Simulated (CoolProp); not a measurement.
Properties of R152A at several states.

Computed with CoolProp (reference Helmholtz-energy equation of state, Outcalt 1996). It is a modified Benedict-Webb-Rubin equation, recast in Helmholtz form.

| T (K) | p (MPa) | phase | cv (kJ/(kg K)) | Joule-Thomson coefficient (K/MPa) | isothermal compressibility (1/MPa) | conductivity (mW/(m K)) | fugacity coefficient |
|---|---|---|---|---|---|---|---|
| 184.6 | 0.0865 | liquid | 1.030 | -0.4019 | 0.0008862 | 162 | 0.02015 |
| 341.1 | 0.149 | gas | 1.006 | 17.67 | 6.846 | 18.4 | 0.9809 |
| 315.9 | 1.67 | liquid | 1.168 | 0.04307 | 0.005874 | 94.0 | 0.5004 |
| 309.2 | 14.2 | liquid | 1.155 | -0.1841 | 0.003081 | 106 | 0.07203 |
| 449.3 | 3.64 | gas | 1.302 | 7.748 | 0.3418 | 32.3 | 0.8352 |
| 380.4 | 0.765 | gas | 1.118 | 12.68 | 1.409 | 22.7 | 0.9342 |

Thermal conductivity comes from a separate model (Krauss 1996).
